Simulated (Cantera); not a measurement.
# Hydrogen reduction and annealing atmospheres: Cu₂O + H₂ + H₂O

Input: 1 mol Cu₂O, 46 mol H₂, 0.62 mol H₂O, at 0.615 Torr.

Equilibrium computed with Cantera from the NASA thermochemical tables; the gas is ideal and each condensed phase is pure. Candidate condensed phases: Cu, CuO, Cu(OH)₂, Cu₂O, H₂O; 12 gas species. The numbers say what is thermodynamically allowed, not how fast it happens.

From 1448 K to 1548 K the condensed part is Cu(l). From 1598 K to 2098 K nothing is condensed. The main Cu-bearing gas is Cu throughout.

| T (K) | x H₂ | x H | x Cu | x H₂O | x OH | x O | x Cu₂ | n Cu(l) |
|---|---|---|---|---|---|---|---|---|
| 1448 | 0.961 | 0.000316 | 0.00405 | 0.0346 | 2.70e-7 | 7.89e-11 | 1.12e-6 | 1.81 |
| 1498 | 0.955 | 0.000587 | 0.00970 | 0.0344 | 5.99e-7 | 3.19e-10 | 3.75e-6 | 1.54 |
| 1548 | 0.943 | 0.00104 | 0.0219 | 0.0340 | 1.26e-6 | 1.18e-9 | 1.16e-5 | 0.953 |
| 1598 | 0.924 | 0.00179 | 0.0410 | 0.0333 | 2.51e-6 | 4.03e-9 | 2.53e-5 | 0 |
| 1648 | 0.923 | 0.00299 | 0.0410 | 0.0333 | 4.84e-6 | 1.28e-8 | 1.62e-5 | 0 |
| 1698 | 0.921 | 0.00485 | 0.0410 | 0.0332 | 8.99e-6 | 3.79e-8 | 1.07e-5 | 0 |
| 1748 | 0.918 | 0.00765 | 0.0410 | 0.0332 | 1.61e-5 | 1.06e-7 | 7.18e-6 | 0 |
| 1798 | 0.914 | 0.0118 | 0.0409 | 0.0331 | 2.80e-5 | 2.79e-7 | 4.92e-6 | 0 |
| 1848 | 0.909 | 0.0176 | 0.0408 | 0.0330 | 4.71e-5 | 6.98e-7 | 3.44e-6 | 0 |
| 1898 | 0.901 | 0.0259 | 0.0406 | 0.0328 | 7.72e-5 | 1.67e-6 | 2.44e-6 | 0 |
| 1948 | 0.890 | 0.0372 | 0.0404 | 0.0326 | 0.000123 | 3.82e-6 | 1.76e-6 | 0 |
| 1998 | 0.875 | 0.0524 | 0.0401 | 0.0322 | 0.000192 | 8.41e-6 | 1.28e-6 | 0 |
| 2048 | 0.856 | 0.0723 | 0.0396 | 0.0318 | 0.000293 | 1.79e-5 | 9.38e-7 | 0 |
| 2098 | 0.831 | 0.0980 | 0.0391 | 0.0312 | 0.000436 | 3.67e-5 | 6.94e-7 | 0 |
x: gas mole fraction; n: condensed amount in mol.
